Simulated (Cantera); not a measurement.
Feed: 1 mol LiOH, 0.71 mol H2, equilibrated at 1.00 bar.

Method: chemical equilibrium by Gibbs-energy minimisation in Cantera with the NASA 1993 tables (ideal gas, pure condensed phases). Candidate condensed phases: H2O, Li, LiH, LiOH, Li2O; 17 gas species. The numbers say what is thermodynamically allowed, not how fast it happens.

log p: log10 of the partial pressure in bar; n: condensed amount in mol.

```
T (K)  log p H2  log p LiOH  log p H2O    log p Li  log p Li2O  n Li2O(s)  n Li2O(l)
-----  --------  ----------  ---------  ----------  ----------  ---------  ---------
1425      -0.23       -2.03      -0.39       -4.96       -6.43      0.494          0
1500      -0.24  (withheld)      -0.40  (withheld)  (withheld)      0.488          0
1575      -0.24  (withheld)      -0.41  (withheld)  (withheld)      0.476          0
1650      -0.25       -1.18      -0.44       -3.35       -4.42      0.457          0
1725      -0.26       -0.96      -0.48       -2.90       -3.87      0.426          0
1800      -0.27       -0.77      -0.54       -2.49       -3.37      0.382          0
1875      -0.30       -0.62      -0.61       -2.11       -2.95          0      0.325
1950      -0.32       -0.52      -0.70       -1.78       -2.59          0      0.259
2025      -0.36       -0.43      -0.82       -1.46       -2.27          0      0.175
2100      -0.42       -0.37      -0.95       -1.17       -1.97          0     0.0574
2175      -0.46       -0.36      -0.97       -1.04       -1.89          0          0
```

Fill in the missing entries.


- 1500, log p LiOH: -1.71
- 1500, log p Li: -4.37
- 1500, log p Li2O: -5.69
- 1575, log p LiOH: -1.43
- 1575, log p Li: -3.84
- 1575, log p Li2O: -5.02
